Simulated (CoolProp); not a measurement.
Aqueous propylene glycol as a coolant, 50 % by mass, freezing at -32.2 °C, 1 atm.

Model: Melinder's fits for secondary coolants, in CoolProp.

| T (°C) | density (kg/m³) | conductivity (W/(m K)) | Prandtl number | viscosity (mPa s) |
|---|---|---|---|---|
| -28.9 | 1064 | 0.336 | 1900 | 191 |
| -22.2 | 1061 | 0.339 | 1020 | 103 |
| -15.6 | 1059 | 0.342 | 582 | 58.8 |
| -9 | 1056 | 0.346 | 350 | 35.4 |
| -2.4 | 1052 | 0.349 | 221 | 22.3 |
| 4.3 | 1049 | 0.352 | 144 | 14.7 |
| 10.9 | 1045 | 0.355 | 99.2 | 10.1 |
| 17.5 | 1041 | 0.358 | 70.7 | 7.20 |
| 24.1 | 1036 | 0.361 | 52.2 | 5.32 |
| 30.8 | 1032 | 0.365 | 39.6 | 4.05 |
